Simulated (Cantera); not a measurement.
# Thermodynamics of silicon carbide growth, feed Si(CH₃)₄ + H₂

Input: 1 mol Si(CH₃)₄, a varied amount of H₂, at 1025 °C and 100000 Pa.

Cantera equilibrium calculation (NASA polynomials, part measured and part estimated; ideal gas, pure solids and liquids). Candidate condensed phases: C, C₆H₆, C₇H₈, C₈H₁₈, Si, SiC; 87 gas species. Kinetics and transport are ignored.

| n(H₂) (mol) | log p H₂ | log p CH₄ | log p C₂H₄ | log p H | log p C₂H₂ (acetylene) | n C(graphite) | n SiC(s) |
|---|---|---|---|---|---|---|---|
| 35 | 0.00 | -2.11 | -5.79 | -5.97 | -6.26 | 2.68 | 1.00 |
| 62 | 0.00 | -2.11 | -5.79 | -5.97 | -6.26 | 2.47 | 1.00 |
| 110 | 0.00 | -2.11 | -5.79 | -5.97 | -6.26 | 2.10 | 1.00 |
| 190 | 0.00 | -2.11 | -5.79 | -5.97 | -6.26 | 1.47 | 1.00 |
| 330 | 0.00 | -2.11 | -5.79 | -5.97 | -6.26 | 0.384 | 1.000 |
| 580 | 0.00 | -2.29 | -6.16 | -5.97 | -6.63 | 0 | 1.000 |
| 1000 | 0.00 | -2.52 | -6.63 | -5.97 | -7.10 | 0 | 1.000 |
| 1800 | 0.00 | -2.78 | -7.14 | -5.97 | -7.61 | 0 | 1.000 |
log p: log10 of the partial pressure in bar; n: condensed amount in mol.

From 35 mol H₂ to 330 mol H₂ the condensed part is C(graphite) + SiC(s). From 580 mol H₂ to 1800 mol H₂ the condensed part is SiC(s).
